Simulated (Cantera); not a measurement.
## Low-pressure radical oxidation in H2/O2

An isothermal, constant-pressure homogeneous reactor starts with 30.1 % H2, 69.9 % O2, equivalence ratio 0.21, at 950 K and 0.00306 atm.

Cantera simulation using the H2/O2 subset of GRI-Mech 3.0, which has no nitrogen chemistry; the numbers are that mechanism's predictions, not measurements. Radical loss at walls, strong at low pressure, is not modelled. The temperature is held fixed by assumption; the heat of reaction is taken as removed at once.

| t (s) | x H2 | x O2 | x O | x H2O | x OH |
|---|---|---|---|---|---|
| 2.00e-5 | 0.301 | 0.699 | <1e-12 | <1e-12 | <1e-12 |
| 0.000129 | 0.301 | 0.699 | <1e-12 | <1e-12 | <1e-12 |
| 0.000832 | 0.301 | 0.699 | 2.37e-11 | 3.96e-11 | 9.31e-12 |
| 0.00537 | 0.301 | 0.699 | 5.43e-9 | 2.25e-8 | 1.81e-9 |
| 0.0346 | 0.0160 | 0.581 | 0.0440 | 0.227 | 0.00437 |
| 0.223 | 0.00163 | 0.642 | 0.00380 | 0.348 | 0.00134 |
| 1.44 | 1.52e-5 | 0.646 | 3.48e-5 | 0.354 | 0.000120 |
| 9.30 | 5.86e-7 | 0.646 | 1.65e-6 | 0.354 | 2.62e-5 |
| 60.0 | 5.44e-8 | 0.646 | 1.69e-7 | 0.354 | 8.34e-6 |
x: mole fraction; the columns are a selection and need not sum to one.

Equilibrium at this temperature and pressure: H2 1.45e-10, O2 0.646, O 4.62e-10, H2O 0.354, OH 4.35e-7 (gas phase only).
